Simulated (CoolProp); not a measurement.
Vapour-liquid equilibrium of propane (1) + isobutene (2) at 36.95 °C; x and y are mole fractions of (1).

Values from CoolProp's multi-fluid Helmholtz-energy mixture model, Lemmon 2009 and Lemmon 2005; pair parameters Bell 2016.

Problem. Give the bubble pressure and the first vapour's composition at x = 0.125, 0.425, 0.5. Is there an azeotrope?

Solution. x = 0.125: 0.5572 MPa, y = 0.294; x = 0.425: 0.8001 MPa, y = 0.638; x = 0.5: 0.8574 MPa, y = 0.697. No azeotrope shows between x = 0.05 and 0.95.

Pair parameters are fitted to limited data, so mixtures are less certain than the pure fluids. The gap from Raoult's law changes sign with composition, which may be real or a fault of the pair parameters; it wasn't checked against measurements.
